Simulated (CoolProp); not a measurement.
Vapour pressure (bar) of toluene: the reference equation beside estimates from Tc = 591.7 K, pc = 41.26 bar, ω = 0.266. Clausius-Clapeyron is anchored at 417.7 K with a constant enthalpy of vaporisation of 31.06 kJ/mol.

Values from CoolProp's reference Helmholtz-energy equation of state, Lemmon 2006. It is a short technical equation, of lower accuracy than the large ones.

```tsv
T (K)	reference	Lee-Kesler	Clausius-Clapeyron	van der Waals	Soave-Redlich-Kwong	Peng-Robinson
389.2	…	1.168	1.262	5.972	1.170	1.176
403.4	1.716	1.709	1.769	7.217	1.709	1.709
417.7	2.429	2.432	2.429	8.631	2.430	2.420
431.9	3.343	3.360	…	10.20	3.359	3.334
446.1	…	4.533	4.293	11.95	4.536	4.491
460.4	5.942	5.999	5.568	13.89	6.015	5.944
474.6	7.696	7.776	7.098	16.01	7.814	…
488.8	9.812	9.914	…	18.31	9.988	9.856
```

Some entries are withheld; supply them.


- 389.2, reference: 1.180
- 431.9, Clausius-Clapeyron: 3.259
- 446.1, reference: 4.498
- 474.6, Peng-Robinson: 7.714
- 488.8, Clausius-Clapeyron: 8.922

Absolute difference from the reference over all 8 rows, mean and median: Lee-Kesler 0.7 and 0.9 %, Clausius-Clapeyron 5.0 and 5.4 %, van der Waals 210.1 and 185.4 %, Soave-Redlich-Kwong 0.9 and 0.8 %, Peng-Robinson 0.3 and 0.3 %.
